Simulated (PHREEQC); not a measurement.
Make-up at 5 °C: 0.0092 mol Cu(BF4)2 and 0.27 mol Na2SO4 per kg of water. Closed to the air; pH follows from the charge balance.

Equilibrium calculation in PHREEQC: ion-association model, phreeqc.dat.

Problem. The ionic strength comes out as 0.662 mol/kgw. What activity coefficients do F-, BF(OH)3-, HF2-, Na+, NaSO4- get?

Solution. F- 0.62, BF(OH)3- 0.75, HF2- 0.75, Na+ 0.73, NaSO4- 0.68.

Precipitation was switched off in this run. At this temperature some constants are extrapolated from 25 °C, and those without enthalpy data are left unchanged. Real BF4- forms and hydrolyses slowly; the run takes it at equilibrium.
